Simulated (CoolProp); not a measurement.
A simple Rankine cycle with neopentane: condensing at 311.15 K, boiler at 1.32 MPa, turbine inlet 531.8 K, turbine efficiency 0.8, pump efficiency 0.8, no recuperator. Each further row changes one setting.

Values from CoolProp's reference Helmholtz-energy equation of state, Lemmon 2006. It is a short technical equation, of lower accuracy than the large ones.

| case | thermal efficiency (%) | net work (kJ/kg) | heat in (kJ/kg) | turbine exit temperature (K) | volume ratio over the turbine |
|---|---|---|---|---|---|
| as stated | 9.2 | 72.1 | 781 | 499.0 | [?] |
| condensing temperature 303.15 K | 10.3 | [?] | [?] | [?] | 6.51 |
| boiler pressure 0.924 MPa | 7.4 | 57.9 | 786 | 506.7 | 3.58 |
| turbine efficiency 0.7 | 8.0 | [?] | 781 | 502.6 | 5.20 |

### Question
Some entries are withheld; supply them.

### Answer

- as stated, volume ratio over the turbine: 5.16
- condensing temperature 303.15 K, net work (kJ/kg): 82.7
- condensing temperature 303.15 K, heat in (kJ/kg): 800
- condensing temperature 303.15 K, turbine exit temperature (K): 494.6
- turbine efficiency 0.7, net work (kJ/kg): 62.8
